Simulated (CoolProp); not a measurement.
The numbers come from the reference Helmholtz-energy equation of state, Lemmon 2006 in CoolProp. It is a short technical equation, of lower accuracy than the large ones.

Task: For carbonyl sulfide, give the phase and the Z, cv (kJ/(kg K)), speed of sound (m/s), Joule-Thomson coefficient (K/MPa) at 150.25 °C and 111 bar; 150.25 °C and 500 bar.

Result: 
- 150.25 °C and 111 bar: supercritical; Z 0.451, cv 0.778, speed of sound 222, Joule-Thomson coefficient 5.78
- 150.25 °C and 500 bar: supercritical; Z 0.960, cv 0.742, speed of sound 676, Joule-Thomson coefficient -0.126
